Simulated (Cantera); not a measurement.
# Thermodynamics of tantalum, niobium, vanadium and zirconium in process gases, feed Zr + N2 + H2

A closed system holds: 1 mol Zr, 0.13 mol N2, 5.8 mol H2.

Method: chemical equilibrium by Gibbs-energy minimisation in Cantera with the NASA 1993 tables (ideal gas, pure condensed phases). Candidate condensed phases: Zr, ZrN; 11 gas species. Mutual solubility and eutectic melting of coexisting phases are not modelled. ZrN: taken at fixed stoichiometry. Condensed phases not in the tables: N, O or C dissolved in the metal. Equilibrium is a limit: real reactors are often held back by kinetics, nucleation or transport.

Stable condensed phases:

```
T in K \ P in Pa
            0.10    0.75     5.6      42     320    2400   18000  130000 1000000
   2650        A       A       A       B       C       C       C       C       C
   2600        A       A       A       B       C       C       C       C       C
   2550        A       A       A       C       C       C       C       C       C
   2500        A       A       B       C       C       C       C       C       C
   2450        A       A       B       C       C       C       C       C       C
   2400        A       A       C       C       C       C       C       C       C
   2350        A       B       C       C       C       C       C       C       C
   2300        A       B       C       C       C       C       C       C       C
   2250        A       C       C       C       C       C       C       C       C
```

A: gas only; B: Zr; C: Zr + ZrN.
